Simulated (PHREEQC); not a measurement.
Consider water at 25 °C with 4 mmol/kgw MnSO4, 24 mmol/kgw MgSO4, 0.074 mmol/kgw H2SO4 and 1.9 mmol/kgw NaCl. Closed to the air; pH follows from the charge balance.

Model: ion-association model, wateq4f.dat, run in PHREEQC.

| quantity | before | after |
|---|---|---|
| pH | 4.14 | 3.96 |
| ionic strength (mol/kgw) | 0.0681 | 0.0681 |
| SO4-2 (mol/kgw) | 0.0165 | 0.0165 |
| Mg+2 (mol/kgw) | 0.0140 | 0.0140 |
| MgSO4 (mol/kgw) | 0.0100 | 0.0100 |
| Mn+2 (mol/kgw) | 0.00259 | 0.00259 |
| SI of Epsomite (MgSO4:7H2O) | -2.22 | -2.22 |
| SI of Mirabilite (Na2SO4:10H2O) | -6.71 | -6.71 |

Which change was made?
A. diluted 2-fold with water
B. H2SO4 from 7.4e-05 to 0.000111 mol/kgw
C. 0.0025 mol/kgw LiOH added
D. temperature from 25 to 75 °C
E. temperature from 25 to 5 °C

B, H2SO4 from 7.4e-05 to 0.000111 mol/kgw

No solid was allowed to form.
